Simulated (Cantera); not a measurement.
# Adiabatic ignition

An adiabatic, constant-volume homogeneous reactor starts with CO : H2 : O2 : N2 = 1 : 0.21 : 1.03 : 3.86 (molar parts), equivalence ratio 0.59, at 1325 K and 4.90 bar.

Cantera simulation using GRI-Mech 3.0 (53 species, 325 reactions); the numbers are that mechanism's predictions, not measurements. The hydrogen kinetics of GRI-Mech 3.0 are dated; newer H2 mechanisms differ, most at raised pressure.

```csv
t (s),T (K),P (bar),x CO,x H2,x O2,x CO2,x NO,x H2O2,x O
2.00e-6,1325,4.90,0.164,0.0344,0.169,2.26e-7,<1e-12,2.58e-10,1.77e-7
4.69e-6,1325,4.90,0.164,0.0344,0.169,4.90e-6,<1e-12,1.00e-8,3.93e-6
1.10e-5,1410,5.19,0.159,0.0223,0.159,0.00528,1.23e-7,6.71e-6,0.00326
2.57e-5,2554,8.82,0.0490,0.00153,0.0918,0.126,0.000217,2.78e-7,0.0119
6.02e-5,2805,9.54,0.0281,0.000842,0.0845,0.150,0.00179,3.56e-7,0.00557
0.000141,2808,9.54,0.0270,0.000816,0.0825,0.151,0.00534,3.60e-7,0.00525
0.000331,2799,9.50,0.0266,0.000807,0.0795,0.152,0.0113,3.49e-7,0.00498
0.000775,2789,9.47,0.0261,0.000797,0.0764,0.152,0.0174,3.38e-7,0.00470
0.00181,2785,9.45,0.0260,0.000794,0.0752,0.153,0.0199,3.33e-7,0.00459
0.00425,2785,9.45,0.0260,0.000793,0.0751,0.153,0.0201,3.33e-7,0.00459
0.00996,2785,9.45,0.0260,0.000793,0.0751,0.153,0.0201,3.33e-7,0.00459
0.0233,2785,9.45,0.0260,0.000793,0.0751,0.153,0.0201,3.33e-7,0.00459
0.0547,2785,9.45,0.0260,0.000793,0.0751,0.153,0.0201,3.33e-7,0.00459
0.128,2785,9.45,0.0260,0.000793,0.0751,0.153,0.0201,3.33e-7,0.00459
0.300,2785,9.45,0.0260,0.000793,0.0751,0.153,0.0201,3.33e-7,0.00459
```
x: mole fraction; the columns are a selection and need not sum to one.

```json
{
  "time_of_steepest_temperature_rise": "12.3 µs",
  "temperature at 0.300 s": "2785 K",
  "equilibrium_temperature": "2785 K",
  "x(CO) at 0.300 s": "0.0260 (gas-phase equilibrium 0.0260)",
  "x(H2) at 0.300 s": "0.000793 (gas-phase equilibrium 0.000793)",
  "x(O2) at 0.300 s": "0.0751 (gas-phase equilibrium 0.0751)"
}
```
